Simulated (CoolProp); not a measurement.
A single-stage vapour-compression cycle with R1224YDZ: evaporating at 297.15 K (dew point), condensing at 344.15 K (bubble point), superheat 8 K, subcooling 0 K, compressor efficiency 0.6, no pressure losses. Each further row changes one setting.

Model: reference Helmholtz-energy equation of state, Akasaka 2023, in CoolProp.

```csv
case,cooling COP,pressure ratio,discharge temperature (K),refrigerating effect (kJ/kg),volumetric capacity (kJ/m³)
as stated,2.97,4.13,359.5,115,1010
evaporating temperature 302.15 K,3.48,3.46,358.2,118,1230
condensing temperature 339.15 K,3.45,3.63,354.4,121,1070
subcooling 5 K,3.13,4.13,359.5,121,1070
superheat 18 K,3.05,4.13,369.9,123,1040
compressor efficiency 0.5,2.48,4.13,367.6,115,1010
```
